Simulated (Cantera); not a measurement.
## NO annealing gas

A perfectly stirred reactor is fed with NO : N2 = 1 : 4.3 (molar parts), at 100.0 Torr; it is held at 1900 K, and followed from long to short residence time.

Model: GRI-Mech 3.0 (53 species, 325 reactions), integrated in Cantera.

```tsv
τ (s)	x NO	x N2	x NO2	x O2	x N2O
4.5	0.154	0.828	3.42e-5	0.0171	9.70e-6
1.1	0.180	0.816	2.30e-5	0.00417	1.36e-5
0.29	0.187	0.812	1.71e-5	0.00102	1.45e-5
0.076	0.188	0.812	1.42e-5	0.000232	1.41e-5
0.019	0.189	0.811	1.02e-5	3.53e-5	1.17e-5
0.0050	0.189	0.811	3.83e-6	2.38e-6	7.04e-6
0.0013	0.189	0.811	6.54e-7	1.07e-7	2.75e-6
0.00033	0.189	0.811	7.07e-8	6.27e-9	8.04e-7
```
x: mole fraction; the columns are a selection and need not sum to one.
